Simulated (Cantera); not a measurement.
A perfectly stirred reactor is fed with 6.67 % CH₄, 93.3 % H₂, at 0.0109 atm; it is held at 1825 K, and followed from long to short residence time.

Model: GRI-Mech 3.0 (53 species, 325 reactions), integrated in Cantera. GRI-Mech 3.0 stops at C3 and has no aromatics, soot or wall deposition, so with more carbon than oxygen in the feed, carbon stays in small species such as C2H2 where larger ones or solid carbon would form. Radical loss at walls, strong at low pressure, is not modelled.

### Question
Predict: x(CH₄) at τ = 12.0 s; x(H₂) at τ = 12.0 s; x(C₂H₂) at τ = 12.0 s; x(CH₂) at τ = 12.0 s; x(C₂H₆) at τ = 12.0 s; x(CH₄) at τ = 0.160 s; x(H₂) at τ = 0.160 s; x(C₂H₂) at τ = 0.160 s; x(CH₂) at τ = 0.160 s; x(C₂H₆) at τ = 0.160 s.

### Answer
x(CH₄) at τ = 12.0 s: 0.00322
x(H₂) at τ = 12.0 s: 0.963
x(C₂H₂) at τ = 12.0 s: 0.0296
x(CH₂) at τ = 12.0 s: 9.77e-7
x(C₂H₆) at τ = 12.0 s: 6.40e-8
x(CH₄) at τ = 0.160 s: 0.0335
x(H₂) at τ = 0.160 s: 0.948
x(C₂H₂) at τ = 0.160 s: 0.0146
x(CH₂) at τ = 0.160 s: 2.97e-6
x(C₂H₆) at τ = 0.160 s: 3.77e-6
